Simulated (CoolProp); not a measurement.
Saturated liquid density (kg/m³) of n-butane: the reference equation beside estimates from Tc = 152.0 °C, pc = 3796 kPa, ω = 0.201. Rackett uses Z = 0.29056 − 0.08775 ω.

Model: reference Helmholtz-energy equation of state, Bücker 2006, in CoolProp.

```
T (°C)  reference  Rackett  van der Waals  Redlich-Kwong  Soave-Redlich-Kwong  Peng-Robinson
------  ---------  -------  -------------  -------------  -------------------  -------------
-24.65      626.5    628.1          388.8          573.3                585.0          660.1
-12.05      613.5    615.0          381.0          559.9                572.8          646.9
0.55        600.1    601.4          372.9          545.8                559.7          632.7
13.15       586.3    587.3          364.3          530.8                545.7          617.4
25.75       572.0    572.6          355.3          514.8                530.5          600.9
38.35       556.9    557.3              …          497.8                514.2          582.9
50.95       541.1    541.1          335.6          479.7                496.6          563.2
63.55       524.3    524.0          324.8          460.1                477.3          541.6
76.15       506.2        …          313.0          439.0                    …          517.7
88.75       486.5    485.8          300.2          415.9                432.7          490.9
101.35      464.6    463.8          286.0          390.3                406.3          460.5
```

Task: Complete the blanks.

Result: 
- 38.35, van der Waals: 345.8
- 76.15, Rackett: 505.7
- 76.15, Soave-Redlich-Kwong: 456.1

Absolute difference from the reference over all 11 rows, mean and median: Rackett 0.1 and 0.1 %, van der Waals 38.0 and 37.9 %, Redlich-Kwong 11.2 and 10.6 %, Soave-Redlich-Kwong 8.4 and 7.7 %, Peng-Robinson 3.9 and 4.7 %.
